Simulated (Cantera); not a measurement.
Charge: 1 mol Si, 2.4 mol HCl, 15 mol H2, equilibrated at 1.10 bar.

These are equilibrium values from Cantera (NASA tables, ideal gas, pure condensed phases), not measurements of a reactor. Candidate condensed phases: Si; 19 gas species. The tables' values for SiCl3 are old estimates; treat these amounts as uncertain. Equilibrium is a limit: real reactors are often held back by kinetics, nucleation or transport.

x: gas mole fraction; n: condensed amount in mol.

```csv
T (K),x H2,x HCl,x SiCl2,x SiHCl3,x SiCl4,n Si(s)
600,0.958,2.52e-5,2.92e-10,0.0207,0.0198,0.304
675,0.958,0.000125,1.05e-8,0.0202,0.0201,0.306
750,0.958,0.000451,1.84e-7,0.0196,0.0204,0.308
825,0.958,0.00128,1.89e-6,0.0190,0.0205,0.313
900,0.956,…,…,0.0184,0.0205,0.322
975,0.954,0.00621,6.53e-5,0.0176,0.0201,0.337
1050,0.950,…,…,0.0166,0.0192,0.360
1125,0.945,0.0190,0.000811,0.0151,0.0175,0.391
1200,0.937,0.0291,0.00214,0.0132,0.0151,0.428
1275,0.927,0.0411,0.00472,0.0107,0.0118,0.464
1350,0.917,0.0535,0.00878,0.00790,0.00805,0.493
1425,0.907,0.0643,0.0137,0.00514,0.00465,0.511
1500,0.900,0.0719,0.0184,0.00297,0.00229,0.517
1575,0.896,0.0762,0.0220,0.00159,0.00102,0.516
```

Question: What belongs in the gaps?

Answer: 
- 900, x HCl: 0.00302
- 900, x SiCl2: 1.30e-5
- 1050, x HCl: 0.0114
- 1050, x SiCl2: 0.000256
